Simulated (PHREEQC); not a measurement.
Phosphoric acid bath: speciation

Make-up at 25 °C: 2 mmol/kgw H3PO4, 0.46 mmol/kgw HF and 85 mmol/kgw H3AsO4. Closed to the air; pH follows from the charge balance.

All values are PHREEQC results (ion-association model, wateq4f.dat), not measurements.

```json
{
 "pH": "1.73",
 "ionic_strength": "0.0209 mol/kgw",
 "total_alkalinity": "-87.5 meq/kg"
}
```

```tsv
species	molality	activity	log γ
H3AsO4	0.0647	0.0650	0.002
H+	0.0209	0.0185	-0.052
H2AsO4-	0.0203	0.0176	-0.061
H3PO4	0.00141	0.00141	0.002
H2PO4-	0.000593	0.000518	-0.059
HF	0.000440	0.000443	0.002
```

This is a speciation only: nothing precipitates in the calculation. Species that the database lacks are ignored. H3PO4, which wateq4f.dat lacks, is added to it with the constant of phreeqc.dat.
